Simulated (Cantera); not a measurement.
AlI3 + H2O + N2 (aluminium nitride and oxide growth)

A closed system holds: 1 mol AlI3, 0.36 mol H2O, 650 mol N2, equilibrated at 2048.15 K.

Cantera equilibrium calculation (NASA polynomials, part measured and part estimated; ideal gas, pure solids and liquids). Candidate condensed phases: Al, AlI3, AlN, Al2O3, H2O, I2; 41 gas species. Equilibrium is a limit: real reactors are often held back by kinetics, nucleation or transport.

| P (Pa) | x N2 | x I | x AlI | x Al | n Al2O3(s) |
|---|---|---|---|---|---|
| 10 | 0.993 | 0.00458 | 5.58e-6 | 0.00108 | 0.0826 |
| 63 | 0.993 | 0.00455 | 3.17e-5 | 0.000981 | 0.0920 |
| 400 | 0.994 | 0.00442 | 0.000159 | 0.000797 | 0.0853 |
| 2500 | 0.994 | 0.00406 | 0.000523 | 0.000458 | 0.0901 |
| 16000 | 0.995 | 0.00363 | 0.000946 | 0.000145 | 0.108 |
| 100000 | 0.995 | 0.00343 | 0.00112 | 2.90e-5 | 0.117 |
x: gas mole fraction; n: condensed amount in mol.

From 0.0750 Torr to 750 Torr the condensed part is Al2O3(s). The main Al-bearing gas is Al at 0.0750 Torr and AlI at 750 Torr. The share of Al in condensed phases is highest at 750 Torr (23.5 %) and lowest at 0.0750 Torr (16.5 %).
